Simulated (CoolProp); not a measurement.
A simple Rankine cycle with n-pentane: condensing at 290.15 K, boiler at 0.241 MPa, turbine inlet 487.3 K, turbine efficiency 0.85, pump efficiency 0.7, no recuperator. Each further row changes one setting.

Model: reference Helmholtz-energy equation of state, Thol 2019, in CoolProp.

| case | thermal efficiency (%) | net work (kJ/kg) | heat in (kJ/kg) | turbine exit temperature (K) | volume ratio over the turbine |
|---|---|---|---|---|---|
| as stated | (withheld) | 70.7 | 777 | 456.6 | 4.56 |
| turbine inlet 507.3 K | 8.9 | 73.8 | 828 | 476.4 | 4.56 |
| condensing temperature 282.15 K | (withheld) | (withheld) | 795 | (withheld) | 6.25 |
| boiler pressure 0.169 MPa | 7.1 | (withheld) | 779 | 463.6 | 3.23 |
| turbine efficiency 0.75 | 8.0 | (withheld) | 777 | 460.1 | 4.60 |

**Question.** Some entries are withheld; supply them.

**Answer.** 
- as stated, thermal efficiency (%): 9.1
- condensing temperature 282.15 K, thermal efficiency (%): 10.7
- condensing temperature 282.15 K, net work (kJ/kg): 84.9
- condensing temperature 282.15 K, turbine exit temperature (K): 450.4
- boiler pressure 0.169 MPa, net work (kJ/kg): 55.4
- turbine efficiency 0.75, net work (kJ/kg): 62.3
